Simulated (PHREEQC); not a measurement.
A PHREEQC speciation (ion-association model, wateq4f.dat) at 5 °C gives pH 1.99 and these molalities:

```csv
species,mol/kgw
Na+,0.199
SO4-2,0.102
AlSO4+,0.0523
Al(SO4)2-,0.0355
HSO4-,0.0228
NaSO4-,0.0209
H+,0.0131
Al+3,0.00616
AlHSO4+2,9.70e-5
```

Q: What are the element totals, and what could have been dissolved in 1 kg of water to give them?

A: Several could match; the one computed here: totals Al 0.0940, Na 0.220, S(6) 0.269 mol/kgw, from 18 mmol/kgw H2SO4, 47 mmol/kgw Al2(SO4)3 and 110 mmol/kgw Na2SO4.

Precipitation was switched off in this run. Away from 25 °C the constants follow the database's enthalpies or fits; those with neither stay at their 25 °C values.
